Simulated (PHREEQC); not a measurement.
Model water analysis in mg/L, 25 °C, pH 6.63, pe 12.2:

| constituent | mg/L |
|---|---|
| Na | 4.61 |
| K | 8.87 |
| Ca | 2.19 |
| Mg | 1.74 |
| Cl | 1.4 |
| S(6) as SO4 | 26.8 |
| Alkalinity as HCO3 | 6.02 |
| Si as SiO2 | 0.416 |

Valence states are taken as typed.

All values are PHREEQC results (ion-association model, phreeqc.dat), not measurements.

| quantity | before | after |
|---|---|---|
| Mg+2 (mol/kgw) | 6.82e-5 | 0.000192 |
| Ca+2 (mol/kgw) | 5.27e-5 | 0.000150 |
| MgSO4 (mol/kgw) | 3.27e-6 | 2.22e-5 |
| CaSO4 (mol/kgw) | 1.91e-6 | 1.32e-5 |
| SI of Quartz (SiO2) | -1.18 | -0.70 |

### Question
What was changed between the two runs?
A) Mg from 1.74 to 0.87 mg/L
B) pH from 6.63 to 6.93 at the same alkalinity
C) all concentrations times 3 at the same typed pH

### Answer
C, all concentrations times 3 at the same typed pH

Precipitation was switched off in this run.
